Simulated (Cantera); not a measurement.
A perfectly stirred reactor is fed with CH₄ : H₂ : N₂ : H₂O = 0.02 : 1 : 0.0009 : 0.043 (molar parts), at 0.0150 bar; it is held at 2750 K, and followed from long to short residence time.

Cantera simulation using GRI-Mech 3.0 (53 species, 325 reactions); the numbers are that mechanism's predictions, not measurements. Radical loss at walls, strong at low pressure, is not modelled.

Q: Predict: x(CH₄) at τ = 8.80 s; x(H₂) at τ = 8.80 s; x(H) at τ = 8.80 s; x(CH₂) at τ = 8.80 s; x(CH₄) at τ = 0.240 s; x(H₂) at τ = 0.240 s; x(H) at τ = 0.240 s; x(CH₂) at τ = 0.240 s; x(C₂H) at τ = 0.240 s.

A: 
```
Item                    Result
---------------------  -------
x(CH₄) at τ = 8.80 s   3.15e-9
x(H₂) at τ = 8.80 s      0.559
x(H) at τ = 8.80 s       0.409
x(CH₂) at τ = 8.80 s   5.52e-9
x(CH₄) at τ = 0.240 s  1.04e-6
x(H₂) at τ = 0.240 s     0.742
x(H) at τ = 0.240 s      0.223
x(CH₂) at τ = 0.240 s  1.72e-6
x(C₂H) at τ = 0.240 s  4.63e-9
```
